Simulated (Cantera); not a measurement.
A Cantera script and what it prints.

```python
import numpy as np
import cantera as ct

gas_names = [...]  # 113 gases of nasa_gas.yaml made of C, H, O, Pb
cond_names = """
    C(gr) C6H6(L) C7H8(L) C8H18(L),n-octa H2O(s) H2O(L) Pb(cr) Pb(L) PbO(rd) PbO(yw) PbO(L) PbO2(s)
    Pb3O4(s)
""".split()


# ... load() reads the species with a 1 bar reference pressure and builds the phases ...
atoms = {
    'PbO': {'Pb': 1, 'O': 1},
    'CO': {'C': 1, 'O': 1},
    'CH4': {'C': 1, 'H': 4},
}
top_T = {'C(gr)': 4500, 'Pb3O4(s)': 820}  # K; cautious upper limits of use, not melting points


# ... equilibrate(T, P, feed) seeds the gas with the atoms and calls Mixture.equilibrate('TP', solver="vcs", rtol=1e-11, max_steps=5000) ...
results = []
feed = {'PbO': 1, 'CO': 2.4, 'CH4': 1.3}  # mol
T = 2298  # K
P = 101325  # Pa
mix = equilibrate(T, P, feed)
results.append((T, P, feed, dict(zip(mix.species_names, mix.species_moles))))
print(gas.report(threshold=1e-06))
for i in range(1, mix.n_phases):
    print(f"{mix.phase(i).name:16s} {mix.phase_moles(i):12.5e} mol")
```

It prints:

```
       temperature   2298 K
          pressure   1.0132e+05 Pa
           density   0.23265 kg/m^3
  mean mol. weight   43.87 kg/kmol
   phase of matter   gas

                          1 kg             1 kmol
                     ---------------   ---------------
          enthalpy        8.7936e+05        3.8578e+07  J
   internal energy        4.4384e+05        1.9471e+07  J
           entropy              5463        2.3966e+05  J/K
    Gibbs function       -1.1675e+07       -5.1216e+08  J
 heat capacity c_p             793.2             34798  J/K
 heat capacity c_v            603.68             26483  J/K

                      mass frac. Y      mole frac. X     chem. pot. / RT
                     ---------------   ---------------   ---------------
               CH3        2.9537e-06        8.6184e-06           -34.457
               CH4        1.0661e-05        2.9152e-05           -44.919
                CO           0.30925           0.48435           -34.682
               CO2        1.7909e-06        1.7853e-06           -66.294
               C2H        6.3136e-07        1.1066e-06           -16.602
    C2H2,acetylene        0.00092907         0.0015653           -27.065
              C4H2         3.129e-06        2.7421e-06           -33.205
                 H        0.00013224         0.0057553           -10.462
                H2          0.016813           0.36587           -20.924
               H2O        3.1002e-06        7.5496e-06           -52.536
                Pb           0.67229           0.14234           -15.769
               Pb2        0.00056356         5.966e-05           -31.538
     [ +101 minor]         1.934e-06        2.8459e-06

C(gr)             2.77704e-01 mol
Pb(L)             0.00000e+00 mol
PbO(L)            0.00000e+00 mol
```

These are equilibrium values from Cantera (NASA tables, ideal gas, pure condensed phases), not measurements of a reactor.
